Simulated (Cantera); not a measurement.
An adiabatic, constant-pressure homogeneous reactor starts with C3H8 : O2 : N2 = 1 : 5.62 : 21.1 (molar parts), equivalence ratio 0.89, at 1298 K and 340000 Pa. Integrator tolerance rtol = 1e-08.

Computed with Cantera and GRI-Mech 3.0 (53 species, 325 reactions). GRI-Mech 3.0 was tuned for natural gas; its chemistry of propane as a main component is partial and can be far from experiment.

Problem. What does this change do: initial temperature 1298 to 1600 K?

Solution. 
```csv
quantity,before,after
time of steepest temperature rise,0.557 ms,15.8 µs
temperature at 6.00 s,2714 K,2843 K
equilibrium temperature,2714 K,2843 K
x(C3H8) at 6.00 s,<1e-12 (gas-phase equilibrium <1e-12),<1e-12 (gas-phase equilibrium <1e-12)
x(O2) at 6.00 s,0.0273 (gas-phase equilibrium 0.0273),0.0303 (gas-phase equilibrium 0.0303)
x(CO2) at 6.00 s,0.0759 (gas-phase equilibrium 0.0759),0.0644 (gas-phase equilibrium 0.0644)
x(HCO) at 6.00 s,2.44e-8 (gas-phase equilibrium 2.44e-8),5.60e-8 (gas-phase equilibrium 5.60e-8)
x(CO) at 6.00 s,0.0262 (gas-phase equilibrium 0.0262),0.0365 (gas-phase equilibrium 0.0365)
x(C2H2) at 6.00 s,<1e-12 (gas-phase equilibrium <1e-12),<1e-12 (gas-phase equilibrium <1e-12)
```

Problem. What does this change do: initial temperature 1298 to 1448 K?

Solution. 
| quantity | before | after |
|---|---|---|
| time of steepest temperature rise | 0.557 ms | 66.7 µs |
| temperature at 6.00 s | 2714 K | 2780 K |
| equilibrium temperature | 2714 K | 2780 K |
| x(C3H8) at 6.00 s | <1e-12 (gas-phase equilibrium <1e-12) | <1e-12 (gas-phase equilibrium <1e-12) |
| x(O2) at 6.00 s | 0.0273 (gas-phase equilibrium 0.0273) | 0.0289 (gas-phase equilibrium 0.0289) |
| x(CO2) at 6.00 s | 0.0759 (gas-phase equilibrium 0.0759) | 0.0701 (gas-phase equilibrium 0.0701) |
| x(HCO) at 6.00 s | 2.44e-8 (gas-phase equilibrium 2.44e-8) | 3.79e-8 (gas-phase equilibrium 3.79e-8) |
| x(CO) at 6.00 s | 0.0262 (gas-phase equilibrium 0.0262) | 0.0314 (gas-phase equilibrium 0.0314) |
| x(C2H2) at 6.00 s | <1e-12 (gas-phase equilibrium <1e-12) | <1e-12 (gas-phase equilibrium <1e-12) |
